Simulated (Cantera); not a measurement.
A Cantera script and what it prints.

```python
import numpy as np
import cantera as ct

gas_names = """
    AL ALH ALO ALOH ALO2 ALO2H AL2 AL2O AL2O2 H HALO HO2 H2 H2O H2O2 O OH O2 O3 Si SiH SiH2 SiH3 SiH4
    SiO SiO2 Si2 Si3
""".split()
cond_names = """
    AL(cr) AL(L) AL2O3(a) AL2O3(L) AL2SiO5(an) AL6Si2O13(s) H2O(s) H2O(L) Si(cr) Si(L) SiO2(Lqz)
    SiO2(hqz) SiO2(L)
""".split()


# ... load() reads the species with a 1 bar reference pressure and builds the phases ...
atoms = {
    'SiO2': {'Si': 1, 'O': 2},
    'Al2O3': {'AL': 2, 'O': 3},
    'H2O': {'H': 2, 'O': 1},
}
top_T = {'AL2SiO5(an)': 2000, 'AL6Si2O13(s)': 2100}  # K; cautious upper limits of use, not melting points


# ... equilibrate(T, P, feed) seeds the gas with the atoms and calls Mixture.equilibrate('TP', solver="vcs", rtol=1e-11, max_steps=5000) ...
results = []
feed = {'SiO2': 1, 'Al2O3': 0.42, 'H2O': 0.26}  # mol
T = 950  # K
P = 1000  # Pa
mix = equilibrate(T, P, feed)
results.append((T, P, feed, dict(zip(mix.species_names, mix.species_moles))))
x = sorted(zip(gas.X, gas.species_names), reverse=True)
print(f"T = {T:g} K  P = {P:g} Pa  gas = {mix.phase_moles(0):.4g} mol")
print("   x: " + "  ".join(f"{s} {v:.3e}" for v, s in x if v > 0.0001))
print("   condensed (mol): " + ("  ".join(f"{mix.phase(i).name} {mix.phase_moles(i):.4g}"
      for i in range(1, mix.n_phases) if mix.phase_moles(i) > 1e-12) or "none"))
```

Output:

```
T = 950 K  P = 1000 Pa  gas = 0.26 mol
   x: H2O 1.000e+00
   condensed (mol): AL2SiO5(an) 0.42  SiO2(hqz) 0.58
```

Cantera equilibrium calculation (NASA polynomials, part measured and part estimated; ideal gas, pure solids and liquids). Condensed phases not in the tables: alloys, solid solutions and most ternary compounds.
